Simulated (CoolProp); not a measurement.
Vapour-liquid equilibrium of R13 (1) + R11 (2) at 0.0885 MPa; x and y are mole fractions of (1).

Computed with CoolProp (multi-fluid Helmholtz-energy mixture model, Platzer 1990 and Jacobsen 1992; pair parameters Bell 2016). This equation is an older, rougher fit; its heat capacities, sound speeds and derivatives of the liquid may be far off and weren't checked against measurements.

Give the bubble temperature and the first vapour's composition at x = 0.25, 0.55, 0.95. Is there an azeotrope?

x = 0.25: 207.4 K, y = 0.992; x = 0.55: 196.7 K, y = 0.998; x = 0.95: 190.2 K, y = 1.000. No azeotrope shows between x = 0.05 and 0.95.

The pair parameters rest on a limited set of measurements; away from them the model extrapolates. With so large a gap from Raoult's law the liquid may split in two, which this calculation doesn't test in full.
